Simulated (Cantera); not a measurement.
Cantera run, input and output.

```python
import numpy as np
import cantera as ct

gas = ct.Solution("SiF4_NH3_mec.yaml", "gas")
gas.TPX = 1448, 13332, {'NH3': 1, 'H2': 12}
reactor = ct.IdealGasConstPressureReactor(gas, energy="off", clone=False)
net = ct.ReactorNet([reactor])
net.rtol, net.atol = 1e-08, 1e-18
show = ['NH3', 'H2', 'NH', 'N2H2', 'H']
times = np.geomspace(1e-05, 300, 12)

steps = ct.SolutionArray(gas, extra=["t"])
rows = []
print(f"{'t/s':>10s}{'T/K':>9s}{'P/Pa':>11s}" + "".join(f"{s:>11s}" for s in show))
for t in times:
    while net.time < t:
        t_next = net.step()
        steps.append(gas.state, t=t_next)
    rows.append([np.interp(t, steps.t, y) for y in (steps.T, steps.P, *steps(*show).X.T)])
    print(f"{t:10.3e}{rows[-1][0]:9.1f}{rows[-1][1]:11.4g}" + "".join(f"{x:11.3e}" for x in rows[-1][2:]))
rate = np.gradient(steps.T, steps.t)
print("integrator steps:", len(steps.t))
if steps.T.max() > steps.T[0] + 200:
    print(f"time of steepest temperature rise: {steps.t[rate.argmax()]:.4e} s")
gas.TPX = 1448, 13332, {'NH3': 1, 'H2': 12}
gas.equilibrate("TP")
print(f"equilibrium (TP): T = {gas.T:.1f} K  " + "  ".join(f"{s} {gas[s].X[0]:.3e}" for s in show))
```

Output:

```
       t/s      T/K       P/Pa        NH3         H2         NH       N2H2          H
 1.000e-05   1448.0  1.333e+04  7.692e-02  9.231e-01  2.547e-18  3.563e-20  3.985e-10
 4.783e-05   1448.0  1.333e+04  7.692e-02  9.231e-01  8.479e-17  1.672e-18  2.076e-09
 2.288e-04   1448.0  1.333e+04  7.692e-02  9.231e-01  2.154e-15  1.255e-16  1.010e-08
 1.094e-03   1448.0  1.333e+04  7.692e-02  9.231e-01  5.026e-14  7.980e-15  4.850e-08
 5.235e-03   1448.0  1.333e+04  7.692e-02  9.231e-01  1.157e-12  2.814e-13  2.322e-07
 2.504e-02   1448.0  1.333e+04  7.692e-02  9.231e-01  2.638e-11  7.069e-12  1.110e-06
 1.198e-01   1448.0  1.333e+04  7.692e-02  9.231e-01  5.843e-10  1.590e-10  5.228e-06
 5.730e-01   1448.0  1.333e+04  7.692e-02  9.231e-01  7.220e-09  1.945e-09  1.839e-05
 2.741e+00   1448.0  1.333e+04  7.686e-02  9.231e-01  1.051e-08  2.821e-09  2.220e-05
 1.311e+01   1448.0  1.333e+04  7.662e-02  9.232e-01  1.048e-08  2.803e-09  2.220e-05
 6.272e+01   1448.0  1.333e+04  7.545e-02  9.238e-01  1.034e-08  2.723e-09  2.224e-05
 3.000e+02   1448.0  1.333e+04  7.031e-02  9.266e-01  9.728e-09  2.381e-09  2.241e-05
integrator steps: 466
equilibrium (TP): T = 1448.0 K  NH3 1.711e-06  H2 9.643e-01  NH 2.713e-13  N2H2 1.161e-16  H 2.495e-05
```

Model: the gas-phase N/H chemistry of the illustrative SiF4/NH3 mechanism in the Surface Chemkin manual (1991), integrated in Cantera. Walls and surfaces, which speed up NH3 decomposition in real reactors, are not modelled.
